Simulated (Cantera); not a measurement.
A closed system holds: 1 mol NH3, 0.028 mol SO2, 0.24 mol N2, equilibrated at 750 Torr.

Method: chemical equilibrium by Gibbs-energy minimisation in Cantera with the NASA 1993 tables (ideal gas, pure condensed phases). Candidate condensed phases: H2O, H2SO4, S; 35 gas species. The numbers say what is thermodynamically allowed, not how fast it happens.

x: gas mole fraction; nothing condenses.

```
T (K)   x H2   x N2       x H   x H2O     x H2S       x S     x SH
-----  -----  -----  --------  ------  --------  --------  -------
1600   0.632  0.330   4.32e-5  0.0250    0.0122   1.01e-6        ?
1750   0.632  0.330  0.000185  0.0250    0.0116   7.02e-6        ?
1900   0.632  0.330  0.000631  0.0250    0.0106   3.40e-5        ?
2050   0.632  0.329   0.00180  0.0249   0.00904  0.000121        ?
2200   0.631  0.329   0.00447  0.0248   0.00726  0.000335        ?
2350   0.627  0.327   0.00987  0.0246   0.00554  0.000754        ?
2500   0.619  0.325    0.0198  0.0242   0.00403   0.00143        ?
2650   0.606  0.322    0.0365  0.0236   0.00280   0.00236  0.00489
2800   0.585  0.318    0.0626  0.0227   0.00186   0.00343  0.00491
2950   0.554  0.311     0.101  0.0214   0.00118   0.00452  0.00457
3100   0.513  0.302     0.152  0.0195  0.000717   0.00547        ?
```

**Question.** Fill in the missing entries.

**Answer.** 
- 1600, x SH: 0.000156
- 1750, x SH: 0.000431
- 1900, x SH: 0.000957
- 2050, x SH: 0.00175
- 2200, x SH: 0.00272
- 2350, x SH: 0.00368
- 2500, x SH: 0.00446
- 3100, x SH: 0.00398
